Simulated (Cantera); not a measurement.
A diamond (100) surface in a fixed gas of H2 with x(CH4) = 0.028, x(H) = 0.00058, at 1198 K, 8200 Pa; coverages are run to steady state.

Detailed kinetics in Cantera: the Harris–Goodwin 1993 mechanism for the reconstructed diamond (100) surface.

θ: site fractions in the mechanism's names (c6HH fully hydrogenated, c6H* and c6*H radical sites, c6** diradical, c6HM methylated).

```
x(CH3)   growth (µm/h)  θ c6HH  θ c6H*  θ c6*H  θ c6**      θ c6HM
-------  -------------  ------  ------  ------  ------  ----------
1e-06          0.00847   0.481  0.0361   0.464  0.0189     2.55e-5
2.1e-06         0.0178   0.481  0.0361   0.464  0.0189     5.35e-5
4.3e-06     (withheld)   0.481  0.0361   0.464  0.0189  (withheld)
8.9e-06         0.0753   0.481  0.0361   0.463  0.0189    0.000226
1.8e-05          0.152   0.481  0.0361   0.463  0.0188    0.000457
3.8e-05          0.319   0.480  0.0360   0.463  0.0187    0.000963
7.8e-05          0.650   0.480  0.0359   0.462  0.0185     0.00197
0.00016     (withheld)   0.478  0.0358   0.460  0.0180  (withheld)
0.00034           2.68   0.474  0.0355   0.456  0.0170     0.00829
```

Fill in the missing entries.


- 4.3e-06, growth (µm/h): 0.0364
- 4.3e-06, θ c6HM: 0.000109
- 0.00016, growth (µm/h): 1.31
- 0.00016, θ c6HM: 0.00399
